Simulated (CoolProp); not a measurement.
Vapour-liquid equilibrium of R143a (1) + R1234yf (2) at 1.36 MPa; x and y are mole fractions of (1).

Values from CoolProp's multi-fluid Helmholtz-energy mixture model, Lemmon and Jacobsen 2000 and Lemmon 2022; pair parameters Bell 2016.

### Question
Give the bubble temperature and the first vapour's composition at x = 0.75, 0.85, 0.95. Is there an azeotrope?

### Answer
x = 0.75: 305.8 K, y = 0.815; x = 0.85: 303.8 K, y = 0.892; x = 0.95: 302.0 K, y = 0.965. No azeotrope shows between x = 0.05 and 0.95.

Pair parameters are fitted to limited data, so mixtures are less certain than the pure fluids.
